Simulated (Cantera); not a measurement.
**Silicon carbide growth: CH3SiH3 + C3H8 + H2**

Input: 1 mol CH3SiH3, 0.0065 mol C3H8, 21 mol H2, at 0.133 bar.

Equilibrium computed with Cantera from the NASA thermochemical tables; the gas is ideal and each condensed phase is pure. Candidate condensed phases: C, C6H6, C7H8, C8H18, Si, SiC; 87 gas species. The feed counts by its element totals alone. Gases not in the tables: Si2H6 and higher silanes. Equilibrium is a limit: real reactors are often held back by kinetics, nucleation or transport.

From 802 °C to 1002 °C the condensed part is SiC(s). From 1102 °C to 1602 °C the condensed part is C(graphite) + SiC(s). From 1702 °C to 2102 °C the condensed part is SiC(s).

| T (°C) | log p H2 | log p H | log p Si | log p C2H2 (acetylene) | log p CH4 | log p SiH | log p Si2C | n SiC(s) | n C(graphite) |
|---|---|---|---|---|---|---|---|---|---|
| 802 | -0.88 | -8.27 | <-12 | -10.74 | -3.97 | <-12 | <-12 | 1.00 | 0 |
| 902 | -0.88 | -7.35 | <-12 | -9.06 | -3.97 | <-12 | <-12 | 1.00 | 0 |
| 1002 | -0.88 | -6.57 | <-12 | -7.65 | -3.97 | -12.58 | <-12 | 1.00 | 0 |
| 1102 | -0.88 | -5.90 | -11.76 | -6.63 | -4.05 | -11.44 | <-12 | 1.00 | 0.00349 |
| 1202 | -0.88 | -5.32 | -10.42 | -6.05 | -4.29 | -10.31 | <-12 | 1.00 | 0.00986 |
| 1302 | -0.88 | -4.82 | -9.26 | -5.55 | -4.49 | -9.32 | -11.83 | 1.000 | 0.0126 |
| 1402 | -0.88 | -4.37 | -8.23 | -5.11 | -4.67 | -8.45 | -10.52 | 1.000 | 0.0128 |
| 1502 | -0.88 | -3.98 | -7.33 | -4.72 | -4.83 | -7.68 | -9.36 | 1.000 | 0.00994 |
| 1602 | -0.88 | -3.62 | -6.52 | -4.38 | -4.97 | -6.99 | -8.33 | 1.000 | 0.00237 |
| 1702 | -0.88 | -3.30 | -5.68 | -4.28 | -5.21 | -6.26 | -7.29 | 0.999 | 0 |
| 1802 | -0.88 | -3.01 | -4.92 | -4.22 | -5.43 | -5.60 | -6.35 | 0.997 | 0 |
| 1902 | -0.88 | -2.75 | -4.28 | -4.06 | -5.58 | -5.05 | -5.55 | 0.986 | 0 |
| 2002 | -0.89 | -2.51 | -3.76 | -3.79 | -5.66 | -4.62 | -4.88 | 0.955 | 0 |
| 2102 | -0.90 | -2.30 | -3.32 | -3.47 | -5.71 | -4.26 | -4.31 | 0.872 | 0 |
log p: log10 of the partial pressure in bar; n: condensed amount in mol.
